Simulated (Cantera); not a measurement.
Input: 1 mol H2O, 0.0075 mol SO2, 1.3 mol O2, at 0.0410 bar.

Cantera equilibrium calculation (NASA polynomials, part measured and part estimated; ideal gas, pure solids and liquids). Candidate condensed phases: H2O, H2SO4, S; 19 gas species. Equilibrium is a limit: real reactors are often held back by kinetics, nucleation or transport.

Question: At 1877 °C, list the 7 most abundant gas species with their mole fractions, and the condensed phases.

Answer: O2 0.549, H2O 0.414, OH 0.0233, O 0.00715, SO2 0.00320, H2 0.00229, H 0.000996. Condensed: gas only.
